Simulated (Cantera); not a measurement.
A Cantera script and what it prints.

```python
import numpy as np
import cantera as ct

gas_names = [...]  # 113 gases of nasa_gas.yaml made of C, F, H, Si
cond_names = """
    C(gr) C6H6(L) C7H8(L) C8H18(L),n-octa Si(cr) Si(L) SiC(b)
""".split()


# ... load() reads the species with a 1 bar reference pressure and builds the phases ...
atoms = {
    'CF4': {'C': 1, 'F': 4},
    'Si': {'Si': 1},
    'H2': {'H': 2},
}
top_T = {'C(gr)': 4500, 'SiC(b)': 3050}  # K; cautious upper limits of use, not melting points


# ... equilibrate(T, P, feed) seeds the gas with the atoms and calls Mixture.equilibrate('TP', solver="vcs", rtol=1e-11, max_steps=5000) ...
results = []
T = 673  # K
P = 133.322  # Pa
for m in [0.024, 0.039, 0.066, 0.11, 0.18, 0.3, 0.5, 0.82]:
    feed = {'CF4': 1, 'Si': m, 'H2': 1.9}  # mol
    mix = equilibrate(T, P, feed)
    results.append((T, P, feed, dict(zip(mix.species_names, mix.species_moles))))

top = {s: max(r[3][s] / sum(r[3][g] for g in gas_names) for r in results) for s in gas_names}
cols = sorted((s for s in top if top[s] > 1e-05), key=lambda s: -top[s])[:7]
seen = [c for c in cond_names if any(r[3].get(c, 0) > 1e-12 for r in results)]
print("log10 of partial pressures in bar; condensed amounts in mol")
print(f"{'n(Si)':>10s}" + "".join(f"{s[:9]:>10s}" for s in cols + seen))
for T, P, feed, n in results:
    ng = sum(n[g] for g in gas_names)
    print(f"{feed['Si']:10.4g}" + "".join(f"{np.log10(max(n[s] / ng * P / 1e5, 1e-99)):10.3f}" for s in cols)
          + "".join(f"{n.get(c, 0):10.4g}" for c in seen))
```

Output:

```
log10 of partial pressures in bar; condensed amounts in mol
     n(Si)        HF        H2      SiF4       CF4       CH4     C(gr)
     0.024    -2.881   -13.973    -5.080    -5.046   -26.762     0.974
     0.039    -2.881   -13.786    -4.869    -5.419   -26.389     0.989
     0.066    -2.886    -4.954    -4.639   -23.106    -8.724         1
      0.11    -2.902    -4.375    -4.412   -24.327    -7.567    0.9999
      0.18    -2.930    -4.032    -4.190   -25.124    -6.880    0.9996
       0.3    -2.984    -3.735    -3.954   -25.935    -6.286    0.9986
       0.5    -3.105    -3.456    -3.707   -26.975    -5.729    0.9952
      0.82    -3.504    -3.183    -3.448   -29.120    -5.182    0.9849
```

Cantera equilibrium calculation (NASA polynomials, part measured and part estimated; ideal gas, pure solids and liquids). Condensed phases not in the tables: fluorocarbon polymer. Gases not in the tables: C2F6 and larger saturated fluorocarbons.
